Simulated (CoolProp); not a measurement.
Vapour-liquid equilibrium of R13 (1) + R113 (2) at -4.65 °C; x and y are mole fractions of (1).

Values from CoolProp's multi-fluid Helmholtz-energy mixture model, Platzer 1990 and Marx 1992; pair parameters Bell 2016. This equation is an older, rougher fit; its heat capacities, sound speeds and derivatives of the liquid may be far off and weren't checked against measurements.

| x | bubble pressure, mixture model (MPa) | bubble pressure, Raoult's law (MPa) | y, mixture model | y, Raoult's law |
|---|---|---|---|---|
| 0.05 | … | 0.09876 | 0.903 | 0.885 |
| 0.15 | … | 0.2724 | 0.964 | 0.963 |
| 0.25 | 0.5159 | 0.4460 | 0.977 | 0.980 |
| 0.35 | 0.6867 | 0.6196 | 0.983 | 0.987 |
| 0.45 | … | 0.7933 | 0.987 | 0.992 |
| 0.55 | 0.9941 | 0.9669 | 0.989 | 0.994 |
| 0.65 | 1.139 | 1.140 | 0.991 | 0.996 |
| 0.75 | 1.285 | 1.314 | 0.993 | 0.998 |
| 0.85 | 1.442 | 1.488 | 0.995 | 0.999 |
| 0.95 | 1.630 | 1.661 | 0.998 | 1.000 |

Q: Complete the blanks.

A: 
- 0.05, bubble pressure, mixture model (MPa): 0.1232
- 0.15, bubble pressure, mixture model (MPa): 0.3292
- 0.45, bubble pressure, mixture model (MPa): 0.8449

The largest gap from Raoult's law is +24.7 % in bubble pressure, at x = 0.05. No azeotrope shows between x = 0.05 and 0.95.

The pair parameters rest on a limited set of measurements; away from them the model extrapolates. The gap from Raoult's law changes sign with composition, which may be real or a fault of the pair parameters; it wasn't checked against measurements.
